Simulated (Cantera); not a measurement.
A freely propagating, adiabatic, planar premixed flame of 20.1 % H2, 16.8 % O2, 63.1 % N2, equivalence ratio 0.60, unburnt at 450 K and 105 Torr; mixture-averaged transport, grid criteria slope 0.08 and curve 0.16, no radiation.

Detailed kinetics in Cantera: the H2/O2 subset of GRI-Mech 3.0, which has no nitrogen chemistry. Burning velocities carry a grid error of a few per cent, more on coarse grids. Lean hydrogen flames are cellular in practice and burn faster than this planar one.

Problem. Predict: laminar burning velocity; thermal thickness; peak x(O); peak x(HO2); peak x(H2O2).

Solution. 
```json
{
 "laminar_burning_velocity": "235 cm/s",
 "thermal_thickness": "5.08 mm",
 "peak x(O)": "0.0134",
 "peak x(HO2)": "9.70e-5",
 "peak x(H2O2)": "1.05e-5"
}
```
